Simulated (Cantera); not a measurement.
A freely propagating, adiabatic, planar premixed flame of 8.90 % CH4, 4.45 % CO, 18.2 % O2, 68.4 % N2, equivalence ratio 1.1, unburnt at 698 K and 1430 Torr; mixture-averaged transport, grid criteria slope 0.08 and curve 0.16, no radiation.

Cantera simulation using GRI-Mech 3.0 (53 species, 325 reactions); the numbers are that mechanism's predictions, not measurements. Burning velocities carry a grid error of a few per cent, more on coarse grids.

x: mole fraction of selected species; z is measured from the peak of heat release.

```tsv
z (mm)	T (K)	u (m/s)	x CH4	x CO	x O2	x H2	x C2H4	x C2H
-0.508	698	1.70	0.0889	0.0444	0.182	0.000907	1.18e-8	<1e-8
-0.339	700	1.71	0.0886	0.0444	0.182	0.00282	2.45e-7	<1e-8
-0.254	706	1.73	0.0879	0.0444	0.181	0.00513	1.45e-6	<1e-8
-0.169	747	1.84	0.0848	0.0449	0.178	…	…	<1e-8
-0.0847	1072	2.67	0.0636	0.0531	0.151	0.0186	0.000210	<1e-8
-0.0423	1471	3.70	0.0361	0.0672	0.113	0.0236	0.000511	1.13e-8
0	…	4.73	…	0.0817	…	0.0246	…	…
0.0423	2041	5.17	0.000780	0.0788	0.0352	0.0203	2.23e-5	3.52e-7
0.0847	2095	5.28	3.34e-5	0.0680	0.0237	0.0176	3.34e-7	2.26e-8
0.169	2154	5.39	5.85e-8	0.0561	0.0173	0.0171	<1e-8	<1e-8
0.339	2226	5.54	<1e-8	0.0498	0.0140	0.0164	<1e-8	<1e-8
0.677	2307	5.71	<1e-8	0.0463	0.0111	0.0147	<1e-8	<1e-8
1.35	2382	5.87	<1e-8	0.0426	0.00819	0.0128	<1e-8	<1e-8
```

### Question
Some entries are withheld; supply them.

### Answer

- -0.169, x H2: 0.00981
- -0.169, x C2H4: 1.40e-5
- 0, T (K): 1864
- 0, x CH4: 0.00918
- 0, x O2: 0.0651
- 0, x C2H4: 0.000338
- 0, x C2H: 4.22e-7
